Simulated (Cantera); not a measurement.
What does this Cantera script print?

```python
import numpy as np
import cantera as ct

gas_names = """
    CL CLO CL2 Fe FeCL FeCL2 FeCL3 FeO Fe(OH)2 Fe2CL4 Fe2CL6 H HCL HOCL HO2 H2 H2O H2O2 O OH O2 O3
""".split()
cond_names = """
    Fe(a) Fe(c) Fe(d) Fe(L) FeCL2(s) FeCL2(L) FeCL3(s) FeCL3(L) FeO(s) FeO(L) Fe(OH)2(s) Fe(OH)3(s)
    Fe2O3(s) Fe3O4(s) H2O(s) H2O(L)
""".split()


# ... load() reads the species with a 1 bar reference pressure and builds the phases ...
atoms = {
    'Fe2O3': {'Fe': 2, 'O': 3},
    'HCl': {'H': 1, 'CL': 1},
    'H2': {'H': 2},
}
top_T = {'Fe2O3(s)': 1830, 'Fe3O4(s)': 1870}  # K; cautious upper limits of use, not melting points


# ... equilibrate(T, P, feed) seeds the gas with the atoms and calls Mixture.equilibrate('TP', solver="vcs", rtol=1e-11, max_steps=5000) ...
results = []
feed = {'Fe2O3': 1, 'HCl': 78, 'H2': 3.3}  # mol
T = 625  # K
P = 52000  # Pa
mix = equilibrate(T, P, feed)
results.append((T, P, feed, dict(zip(mix.species_names, mix.species_moles))))
print(gas.report(threshold=0.0001))
for i in range(1, mix.n_phases):
    print(f"{mix.phase(i).name:16s} {mix.phase_moles(i):12.5e} mol")
```

Result:

```
       temperature   625 K
          pressure   52000 Pa
           density   0.34784 kg/m^3
  mean mol. weight   34.761 kg/kmol
   phase of matter   gas

                          1 kg             1 kmol
                     ---------------   ---------------
          enthalpy       -2.4638e+06       -8.5644e+07  J
   internal energy       -2.6133e+06       -9.0841e+07  J
           entropy            6185.4        2.1501e+05  J/K
    Gibbs function       -6.3297e+06       -2.2003e+08  J
 heat capacity c_p            860.73             29920  J/K
 heat capacity c_v            621.55             21606  J/K

                      mass frac. Y      mole frac. X     chem. pot. / RT
                     ---------------   ---------------   ---------------
               HCL           0.97871           0.93317           -41.728
                H2         0.0016821          0.029004           -20.673
               H2O          0.019606          0.037831           -74.071
     [  +19 minor]        2.1163e-07        5.7096e-08

Fe(a)             0.00000e+00 mol
FeCL2(s)          2.00000e+00 mol
FeCL3(L)          0.00000e+00 mol
FeO(s)            0.00000e+00 mol
Fe(OH)2(s)        0.00000e+00 mol
Fe(OH)3(s)        0.00000e+00 mol
Fe2O3(s)          0.00000e+00 mol
Fe3O4(s)          0.00000e+00 mol
```

Method: chemical equilibrium by Gibbs-energy minimisation in Cantera with the NASA 1993 tables (ideal gas, pure condensed phases). Condensed phases not in the tables: FeOCl.
